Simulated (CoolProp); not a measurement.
The fluid at 493.83 K and 2.05 MPa expands adiabatically to 0.178 MPa with isentropic efficiency 1. The same conditions are run with several fluids, on thermodynamics alone (safety and materials aside).

Model: reference Helmholtz-energy equation of state of each fluid (methanol: de Reuck 1993; R125: Lemmon 2005; hydrogen sulfide: Lemmon 2006; R113: Marx 1992; carbon monoxide: Lemmon 2006), in CoolProp.

```csv
fluid,work (kJ/kg),final temperature (K),final phase,final density (kg/m³)
methanol,240,352.7,"two-phase, vapour fraction 0.982",___
R125,74.8,412.9,gas,6.28
hydrogen sulfide,___,274.6,gas,2.70
R113,44.1,416.8,gas,___
carbon monoxide,___,___,gas,2.44
```

Problem. Some entries are withheld; supply them.

Solution. 
- methanol, final density (kg/m³): 2.13
- hydrogen sulfide, work (kJ/kg): 218
- R113, final density (kg/m³): 9.92
- carbon monoxide, work (kJ/kg): 259
- carbon monoxide, final temperature (K): 246.1
